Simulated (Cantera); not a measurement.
# Equilibrium for titanium nitride, carbide and oxide coatings: TiCl4 + C3H8 + H2 + CH4

Input: 1 mol TiCl4, 0.39 mol C3H8, 260 mol H2, 0.2 mol CH4, at 1900 °C.

Method: chemical equilibrium by Gibbs-energy minimisation in Cantera with the NASA 1993 tables (ideal gas, pure condensed phases). Candidate condensed phases: C, C6H6, C7H8, C8H18, Ti, TiC, TiCl2, TiCl3, TiCl4; 96 gas species. TiC: taken at fixed stoichiometry. Kinetics and transport are ignored.

```tsv
P (Pa)	x H2	x H	x HCl	x Cl	n TiC(s)
10	0.610	0.377	0.00844	0.00380	0.916
37	0.766	0.220	0.0111	0.00233	0.974
140	0.865	0.120	0.0129	0.00131	0.991
520	0.920	0.0642	0.0139	0.000710	0.997
1900	0.950	0.0341	0.0145	0.000380	0.998
7200	0.967	0.0177	0.0148	0.000198	0.999
27000	0.975	0.00917	0.0150	0.000103	0.999
100000	0.979	0.00478	0.0151	5.36e-5	0.999
```
x: gas mole fraction; n: condensed amount in mol.

From 0.0750 Torr to 750 Torr the condensed part is TiC(s).
